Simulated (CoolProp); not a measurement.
Aqueous potassium acetate as a coolant, at 35 °C, 1 atm.

Computed with CoolProp (Melinder's fits for secondary coolants).

```csv
mass %,freezing point (°C),viscosity (mPa s),Prandtl number,conductivity (W/(m K)),density (kg/m³)
4.7,-1.8,0.807,5.34,0.606,1021
10.9,-5.0,0.947,6.18,0.584,1050
17.2,-9.0,1.12,7.20,0.562,1081
23.4,-14.4,1.33,8.44,0.541,1114
29.6,-22.5,1.61,10.1,0.521,1149
35.9,-33.7,2.01,12.5,0.500,1184
42.1,-46.5,2.57,15.8,0.480,1220
```
